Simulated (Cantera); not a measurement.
Charge: 1 mol PbO, 16 mol H₂, equilibrated at 25.0 Pa.

Method: chemical equilibrium by Gibbs-energy minimisation in Cantera with the NASA 1993 tables (ideal gas, pure condensed phases). Candidate condensed phases: H₂O, Pb, PbO, PbO₂, Pb₃O₄; 12 gas species. Equilibrium is a limit: real reactors are often held back by kinetics, nucleation or transport.

x: gas mole fraction; n: condensed amount in mol.

```csv
T (K),x H₂,x H₂O,x Pb,x H,x OH,x PbO,n Pb(l)
823,0.937,0.0625,0.000537,4.49e-10,<1e-12,(withheld),0.991
873,0.935,0.0623,0.00254,2.86e-9,<1e-12,(withheld),0.959
923,0.928,0.0619,0.0101,1.49e-8,1.15e-12,(withheld),0.836
973,0.905,0.0603,0.0350,6.50e-8,7.74e-12,(withheld),0.420
1023,0.882,0.0588,0.0588,2.46e-7,4.31e-11,(withheld),0
1073,0.882,0.0588,0.0588,8.32e-7,2.07e-10,(withheld),0
1123,0.882,0.0588,0.0588,2.53e-6,8.68e-10,(withheld),0
1173,0.882,0.0588,0.0588,7.00e-6,3.22e-9,(withheld),0
1223,0.882,0.0588,0.0588,1.79e-5,1.07e-8,(withheld),0
1273,0.882,0.0588,0.0588,4.24e-5,3.25e-8,(withheld),0
1323,0.882,0.0588,0.0588,9.42e-5,9.09e-8,(withheld),0
1373,0.882,0.0588,0.0588,0.000198,2.35e-7,(withheld),0
1423,0.882,0.0588,0.0588,0.000395,5.71e-7,(withheld),0
1473,0.882,0.0588,0.0588,0.000751,1.30e-6,(withheld),0
```

**Question.** Complete the blanks.

**Answer.** 
- 823, x PbO: 4.28e-12
- 873, x PbO: 5.59e-11
- 923, x PbO: 5.52e-10
- 973, x PbO: 4.30e-9
- 1023, x PbO: 1.51e-8
- 1073, x PbO: 2.95e-8
- 1123, x PbO: 5.44e-8
- 1173, x PbO: 9.53e-8
- 1223, x PbO: 1.60e-7
- 1273, x PbO: 2.57e-7
- 1323, x PbO: 3.99e-7
- 1373, x PbO: 6.00e-7
- 1423, x PbO: 8.77e-7
- 1473, x PbO: 1.25e-6
